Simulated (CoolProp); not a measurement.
Vapour-liquid equilibrium of propylene (1) + 1-butene (2) at 0.0137 MPa; x and y are mole fractions of (1).

Values from CoolProp's multi-fluid Helmholtz-energy mixture model, Lemmon 2013 and Lemmon 2005; pair parameters Bell 2016.

Question: Give the bubble temperature and the first vapour's composition at x = 0.2, 0.35, 0.95. Is there an azeotrope?

Answer: x = 0.2: 209.9 K, y = 0.684; x = 0.35: 203.4 K, y = 0.837; x = 0.95: 190.2 K, y = 0.995. No azeotrope shows between x = 0.05 and 0.95.

Pair parameters are fitted to limited data, so mixtures are less certain than the pure fluids.
